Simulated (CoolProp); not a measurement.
A simple Rankine cycle with cis-2-butene: condensing at 299.15 K, boiler at 1.76 MPa, turbine inlet 386.3 K, turbine efficiency 0.8, pump efficiency 0.6, no recuperator. Each further row changes one setting.

The numbers come from the reference Helmholtz-energy equation of state, Lemmon 2005 in CoolProp. It is a short technical equation, of lower accuracy than the large ones.

| case | thermal efficiency (%) | net work (kJ/kg) | heat in (kJ/kg) | turbine exit temperature (K) | volume ratio over the turbine |
|---|---|---|---|---|---|
| as stated | 14.0 | 67.6 | 484 | 314.9 | 8.50 |
| turbine inlet 406.3 K | 14.2 | 75.2 | 531 | 338.8 | 8.14 |
| condensing temperature 291.15 K | 15.2 | 76.3 | 502 | 307.9 | 10.9 |
| boiler pressure 1.23 MPa | 12.2 | 61.9 | 506 | 332.3 | 5.54 |
| turbine efficiency 0.7 | 12.1 | 58.6 | 484 | 320.5 | 8.68 |
